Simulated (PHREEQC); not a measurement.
## Buffer: an equilibrium model

Consider water at 20 °C with 0.089 mol NaH2PO4 and 0.16 mol KOH per kg of water. Closed to the air; pH follows from the charge balance.

All values are PHREEQC results (ion-association model, phreeqc.dat), not measurements.

This is a speciation only: nothing precipitates in the calculation.

Task: What pH, specific conductance does the model give?

Result: pH 11.85; specific conductance 16700 µS/cm.

Task: In which forms is P present?

Result: PO4-3 71 %, HPO4-2 26 %, KHPO4- 1.7 %, NaHPO4- 1.0 % of the P.
